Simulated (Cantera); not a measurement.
Feed: 1 mol SiO₂, 11 mol CO, 1.3 mol H₂, at 6900 Torr.

Method: chemical equilibrium by Gibbs-energy minimisation in Cantera with the NASA 1993 tables (ideal gas, pure condensed phases). Candidate condensed phases: C, C₆H₆, C₇H₈, C₈H₁₈, H₂O, Si, SiC, SiO₂; 123 gas species. The tables hold silica as quartz up to 1696 K and as liquid above; real silica turns to tridymite and cristobalite and melts near 1996 K. Gases not in the tables: Si(OH)₄. Equilibrium is a limit: real reactors are often held back by kinetics, nucleation or transport. All values below are at 1348 K.

Base state: CO 0.871, H₂ 0.103, CO₂ 0.0208, H₂O 0.00479, CH₄ 0.000564 (mole fractions); condensed: C(graphite) + SiO₂(β-quartz).

Task: What changes in the equilibrium state with this change: SiO₂ replaced by PbO?

Result: 
```tsv
species	before	after
CO	0.871	0.827
H₂	0.103	0.0910
CO₂	0.0208	0.0670
H₂O	0.00479	0.0144
Pb	0	0.000519
CH₄	0.000564	0.000124
C(graphite), mol	0.300	0
SiO₂(β-quartz), mol	1.00	0
Pb(l), mol	0	0.994
```
Further candidate phases: Pb, PbO, PbO₂, Pb₃O₄.
